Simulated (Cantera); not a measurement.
A Cantera script and what it prints.

```python
import numpy as np
import cantera as ct

gas_names = """
    H H2 Si SiH SiH2 SiH3 SiH4 Si2 Si3
""".split()
cond_names = """
    Si(cr) Si(L)
""".split()


# ... load() reads the species with a 1 bar reference pressure and builds the phases ...
atoms = {
    'Si': {'Si': 1},
    'H2': {'H': 2},
}
top_T = {}  # K; cautious upper limits of use, not melting points


# ... equilibrate(T, P, feed) seeds the gas with the atoms and calls Mixture.equilibrate('TP', solver="vcs", rtol=1e-11, max_steps=5000) ...
results = []
feed = {'Si': 1, 'H2': 9.4}  # mol
P = 101325  # Pa
for T in [823, 898, 973, 1048, 1123, 1198, 1273, 1348, 1423, 1498, 1573, 1648, 1723]:
    mix = equilibrate(T, P, feed)
    results.append((T, P, feed, dict(zip(mix.species_names, mix.species_moles))))
    x = sorted(zip(gas.X, gas.species_names), reverse=True)
    print(f"T = {T:g} K  P = {P:g} Pa  gas = {mix.phase_moles(0):.4g} mol")
    print("   x: " + "  ".join(f"{s} {v:.3e}" for v, s in x if v > 0.001))
    print("   condensed (mol): " + ("  ".join(f"{mix.phase(i).name} {mix.phase_moles(i):.4g}"
          for i in range(1, mix.n_phases) if mix.phase_moles(i) > 1e-12) or "none"))
```

It prints:

```
T = 823 K  P = 101325 Pa  gas = 9.4 mol
   x: H2 1.000e+00
   condensed (mol): Si(cr) 1
T = 898 K  P = 101325 Pa  gas = 9.4 mol
   x: H2 1.000e+00
   condensed (mol): Si(cr) 1
T = 973 K  P = 101325 Pa  gas = 9.4 mol
   x: H2 1.000e+00
   condensed (mol): Si(cr) 1
T = 1048 K  P = 101325 Pa  gas = 9.4 mol
   x: H2 1.000e+00
   condensed (mol): Si(cr) 1
T = 1123 K  P = 101325 Pa  gas = 9.4 mol
   x: H2 1.000e+00
   condensed (mol): Si(cr) 1
T = 1198 K  P = 101325 Pa  gas = 9.4 mol
   x: H2 1.000e+00
   condensed (mol): Si(cr) 1
T = 1273 K  P = 101325 Pa  gas = 9.4 mol
   x: H2 1.000e+00
   condensed (mol): Si(cr) 1
T = 1348 K  P = 101325 Pa  gas = 9.4 mol
   x: H2 1.000e+00
   condensed (mol): Si(cr) 1
T = 1423 K  P = 101325 Pa  gas = 9.4 mol
   x: H2 1.000e+00
   condensed (mol): Si(cr) 1
T = 1498 K  P = 101325 Pa  gas = 9.4 mol
   x: H2 1.000e+00
   condensed (mol): Si(cr) 1
T = 1573 K  P = 101325 Pa  gas = 9.4 mol
   x: H2 1.000e+00
   condensed (mol): Si(cr) 1
T = 1648 K  P = 101325 Pa  gas = 9.4 mol
   x: H2 9.999e-01
   condensed (mol): Si(cr) 0.9999
T = 1723 K  P = 101325 Pa  gas = 9.401 mol
   x: H2 9.998e-01
   condensed (mol): Si(L) 0.9998
```

These are equilibrium values from Cantera (NASA tables, ideal gas, pure condensed phases), not measurements of a reactor. Gases not in the tables: Si2H6 and higher silanes.
